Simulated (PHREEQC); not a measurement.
Solution (25 °C): 0.089 mol/kgw HNO3, 8e-05 mol/kgw FeCl3 and 0.25 mol/kgw MnSO4. Closed to the air; pH follows from the charge balance.

The numbers come from PHREEQC with the ion-association model, phreeqc.dat.

The ionic strength comes out as 0.572 mol/kgw. What activity coefficients do FeSO4+, Fe(SO4)2-, FeHSO4+2, Cl-, SO4-2 get?

FeSO4+ 0.67, Fe(SO4)2- 0.74, FeHSO4+2 0.30, Cl- 0.64, SO4-2 0.19.

No solid was allowed to form. The solution is supersaturated, for example in Hematite (slow to form), so a real one may precipitate; this is no full list. Complexes and solids missing from the database can't appear.
